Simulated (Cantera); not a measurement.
Input (Python, Cantera) and output of one run.

```python
import numpy as np
import cantera as ct

gas_names = [...]  # 123 gases of nasa_gas.yaml made of C, H, O, Si
cond_names = """
    C(gr) C6H6(L) C7H8(L) C8H18(L),n-octa H2O(s) H2O(L) Si(cr) Si(L) SiC(b) SiO2(Lqz) SiO2(hqz) SiO2(L)
""".split()


# ... load() reads the species with a 1 bar reference pressure and builds the phases ...
atoms = {
    'HMDSO': {'Si': 2, 'C': 6, 'H': 18, 'O': 1},
    'O3': {'O': 3},
    'H2': {'H': 2},
    'H2O': {'H': 2, 'O': 1},
}
top_T = {'C(gr)': 4500, 'SiC(b)': 3050}  # K; cautious upper limits of use, not melting points


# ... equilibrate(T, P, feed) seeds the gas with the atoms and calls Mixture.equilibrate('TP', solver="vcs", rtol=1e-11, max_steps=5000) ...
results = []
feed = {'HMDSO': 1, 'O3': 1.7, 'H2': 15, 'H2O': 22}  # mol
P = 50000  # Pa
for T in [548, 623, 698, 773, 848, 923, 998, 1073, 1148, 1223, 1298]:
    mix = equilibrate(T, P, feed)
    results.append((T, P, feed, dict(zip(mix.species_names, mix.species_moles))))

top = {s: max(r[3][s] / sum(r[3][g] for g in gas_names) for r in results) for s in gas_names}
cols = sorted((s for s in top if top[s] > 0.001), key=lambda s: -top[s])[:8]
seen = [c for c in cond_names if any(r[3].get(c, 0) > 1e-12 for r in results)]
print("log10 of partial pressures in bar; condensed amounts in mol")
print(f"{'T/K':>10s}" + "".join(f"{s[:9]:>10s}" for s in cols + seen))
for T, P, feed, n in results:
    ng = sum(n[g] for g in gas_names)
    print(f"{T:10.4g}" + "".join(f"{np.log10(max(n[s] / ng * P / 1e5, 1e-99)):10.3f}" for s in cols)
          + "".join(f"{n.get(c, 0):10.4g}" for c in seen))
```

Output:

```
log10 of partial pressures in bar; condensed amounts in mol
       T/K       H2O        H2       CH4        CO       CO2 SiO2(Lqz) SiO2(hqz)
       548    -0.521    -0.907    -1.125    -6.999    -4.839         2         0
       623    -0.527    -0.891    -1.135    -4.572    -2.881         2         0
       698    -0.583    -0.776    -1.233    -3.098    -1.923         2         0
       773    -0.688    -0.640    -1.472    -2.245    -1.584         2         0
       848    -0.792    -0.555    -1.954    -1.754    -1.501         0         2
       923    -0.829    -0.532    -2.769    -1.557    -1.543         0         2
       998    -0.824    -0.534    -3.659    -1.481    -1.611         0         2
      1073    -0.815    -0.539    -4.461    -1.436    -1.678         0         2
      1148    -0.807    -0.543    -5.167    -1.403    -1.740         0         2
      1223    -0.801    -0.546    -5.790    -1.379    -1.798         0         2
      1298    -0.796    -0.549    -6.343    -1.360    -1.851         0         2
```

Equilibrium computed with Cantera from the NASA thermochemical tables; the gas is ideal and each condensed phase is pure. The feed counts by its element totals alone. The tables hold silica as quartz up to 1696 K and as liquid above; real silica turns to tridymite and cristobalite and melts near 1996 K. Gases not in the tables: Si(OH)4.
